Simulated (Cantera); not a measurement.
Equilibrium for hydrogen reduction and annealing atmospheres: V2O5 + H2 + N2

A closed system holds: 1 mol V2O5, 0.91 mol H2, a varied amount of N2, equilibrated at 1500 K and 1.20 mbar.

These are equilibrium values from Cantera (NASA tables, ideal gas, pure condensed phases), not measurements of a reactor. Candidate condensed phases: H2O, V, VN, VO, V2O3, V2O4, V2O5; 28 gas species. Condensed phases not in the tables: the oxides between V2O3 and V2O5 other than VO2. Equilibrium is a limit: real reactors are often held back by kinetics, nucleation or transport.

| n(N2) (mol) | x N2 | x H2O | x O2 | x OH | x NO | x H2 | x VO2 | x O | n V2O4(s) |
|---|---|---|---|---|---|---|---|---|---|
| 3.6 | 0.790 | 0.199 | 0.00973 | 0.000275 | 0.000264 | 0.000110 | 7.88e-5 | 1.15e-5 | 1.000 |
| 16 | 0.943 | 0.0536 | 0.00258 | 0.000102 | 0.000148 | 5.76e-5 | 7.88e-5 | 5.95e-6 | 0.999 |
| 29 | 0.968 | 0.0303 | 0.00145 | 6.67e-5 | 0.000113 | 4.35e-5 | 7.88e-5 | 4.46e-6 | 0.999 |
| 42 | 0.978 | 0.0211 | 0.00100 | 5.08e-5 | 9.43e-5 | 3.64e-5 | 7.88e-5 | 3.71e-6 | 0.998 |
| 55 | 0.983 | 0.0162 | 0.000767 | 4.16e-5 | 8.26e-5 | 3.19e-5 | 7.88e-5 | 3.24e-6 | 0.998 |
| 68 | 0.986 | 0.0131 | 0.000620 | 3.55e-5 | 7.44e-5 | 2.88e-5 | 7.88e-5 | 2.91e-6 | 0.997 |
| 81 | 0.988 | 0.0111 | 0.000520 | 3.12e-5 | 6.82e-5 | 2.65e-5 | 7.88e-5 | 2.67e-6 | 0.997 |
| 93 | 0.990 | 0.00964 | 0.000452 | 2.81e-5 | 6.36e-5 | 2.48e-5 | 7.88e-5 | 2.49e-6 | 0.996 |
x: gas mole fraction; n: condensed amount in mol.

From 3.6 mol N2 to 93 mol N2 the condensed part is V2O4(s). The main V-bearing gas is VO2 throughout.
